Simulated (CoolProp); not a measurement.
R143a along the isobar 306 kPa: fugacity coefficient from the reference equation and from simpler models built on Tc = 345.9 K, pc = 3762 kPa, ω = 0.261; each cubic takes its own stable root.

Values from CoolProp's reference Helmholtz-energy equation of state, Lemmon and Jacobsen 2000.

| T (K) | phase | reference |
|---|---|---|
| 256.8 | gas | 0.9135 |
| 281.1 | gas | 0.9379 |
| 305.4 | gas | 0.9537 |
| 329.8 | gas | 0.9646 |
| 354.1 | gas | 0.9724 |
| 378.4 | gas | 0.9781 |
| 402.7 | gas | 0.9825 |
| 427 | gas | 0.9859 |
| 451.4 | gas | 0.9886 |
| 475.7 | gas | 0.9907 |
| 500 | gas | 0.9924 |

Task: How far does each simpler model (van der Waals, Redlich-Kwong, Soave-Redlich-Kwong) lie from the reference over these 11 states: mean and median of the absolute difference, and the worst?

Result: 
- van der Waals: mean 0.9 %, median 0.3 %, worst +4.2 % at 256.8 K and 306 kPa
- Redlich-Kwong: mean 0.5 %, median 0.1 %, worst +2.5 % at 256.8 K and 306 kPa
- Soave-Redlich-Kwong: mean 0.4 %, median 0.2 %, worst +1.9 % at 256.8 K and 306 kPa
